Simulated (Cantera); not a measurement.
Cantera with NASA thermochemical tables; ideal gases at 1 bar, condensed phases pure. Values are per mole of reaction as written; species without (g) are pure solids or liquids, kept so even where they would boil at 1 bar.

0.5 Ti + Cl₂(g) = 0.5 TiCl₄

```json
[
 {"T (K)": "300", "ΔH° (kJ)": "-402.0", "ΔS° (J/K)": "-112.1", "ΔG° (kJ)": "-368.4", "log10 K": "64.15"},
 {"T (K)": "450", "ΔH° (kJ)": "?", "ΔS° (J/K)": "?", "ΔG° (kJ)": "?", "log10 K": "?"},
 {"T (K)": "460", "ΔH° (kJ)": "?", "ΔS° (J/K)": "?", "ΔG° (kJ)": "?", "log10 K": "?"},
 {"T (K)": "470", "ΔH° (kJ)": "-397.8", "ΔS° (J/K)": "-100.9", "ΔG° (kJ)": "-350.4", "log10 K": "38.94"},
 {"T (K)": "480", "ΔH° (kJ)": "-397.6", "ΔS° (J/K)": "-100.4", "ΔG° (kJ)": "-349.4", "log10 K": "38.02"},
 {"T (K)": "490", "ΔH° (kJ)": "-397.4", "ΔS° (J/K)": "-99.9", "ΔG° (kJ)": "-348.4", "log10 K": "37.14"},
 {"T (K)": "500", "ΔH° (kJ)": "-397.1", "ΔS° (J/K)": "-99.5", "ΔG° (kJ)": "-347.4", "log10 K": "36.29"},
 {"T (K)": "510", "ΔH° (kJ)": "-396.9", "ΔS° (J/K)": "-99.0", "ΔG° (kJ)": "-346.4", "log10 K": "35.48"},
 {"T (K)": "520", "ΔH° (kJ)": "-396.6", "ΔS° (J/K)": "-98.5", "ΔG° (kJ)": "-345.4", "log10 K": "34.70"},
 {"T (K)": "530", "ΔH° (kJ)": "-396.4", "ΔS° (J/K)": "-98.1", "ΔG° (kJ)": "-344.4", "log10 K": "33.95"},
 {"T (K)": "540", "ΔH° (kJ)": "-396.2", "ΔS° (J/K)": "-97.6", "ΔG° (kJ)": "-343.5", "log10 K": "33.22"}
]
```

Problem. Complete the blanks.

Solution. 
- 450, ΔH° (kJ): -398.3
- 450, ΔS° (J/K): -102.0
- 450, ΔG° (kJ): -352.4
- 450, log10 K: 40.91
- 460, ΔH° (kJ): -398.1
- 460, ΔS° (J/K): -101.4
- 460, ΔG° (kJ): -351.4
- 460, log10 K: 39.90
